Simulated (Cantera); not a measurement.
Charge: 1 mol HMDSO, 0.18 mol O2, 0.98 mol H2, at 0.900 Torr.

These are equilibrium values from Cantera (NASA tables, ideal gas, pure condensed phases), not measurements of a reactor. Candidate condensed phases: C, C6H6, C7H8, C8H18, H2O, Si, SiC, SiO2; 123 gas species. The feed counts by its element totals alone. Mutual solubility and eutectic melting of coexisting phases are not modelled. The tables hold silica as quartz up to 1696 K and as liquid above; real silica turns to tridymite and cristobalite and melts near 1996 K. Kinetics and transport are ignored.

### Question
Which condensed phases are stable at each of these points (T (°C)): 475, 575, 675, 775, 875, 975, 1075, 1175, 1275, 1375, 1475, 1575, 1675, 1775?

### Answer
| T (°C) | condensed phases | Si condensed (%) |
|---|---|---|
| 475 | C(graphite) + SiC(s) + SiO2(α-quartz) | 100.0 |
| 575 | C(graphite) + SiC(s) + SiO2(β-quartz) | 100.0 |
| 675 | C(graphite) + SiC(s) + SiO2(β-quartz) | 100.0 |
| 775 | C(graphite) + SiC(s) + SiO2(β-quartz) | 100.0 |
| 875 | C(graphite) + SiC(s) + SiO2(β-quartz) | 100.0 |
| 975 | C(graphite) + SiC(s) | 100.0 |
| 1075 | C(graphite) + SiC(s) | 99.9 |
| 1175 | C(graphite) + SiC(s) | 99.9 |
| 1275 | C(graphite) + SiC(s) | 99.8 |
| 1375 | C(graphite) + SiC(s) | 99.8 |
| 1475 | C(graphite) + SiC(s) | 99.7 |
| 1575 | C(graphite) + SiC(s) | 99.5 |
| 1675 | C(graphite) + SiC(s) | 98.9 |
| 1775 | C(graphite) + SiC(s) | 96.6 |

At 475 °C the condensed part is C(graphite) + SiC(s) + SiO2(α-quartz). From 575 °C to 875 °C the condensed part is C(graphite) + SiC(s) + SiO2(β-quartz). From 975 °C to 1775 °C the condensed part is C(graphite) + SiC(s).
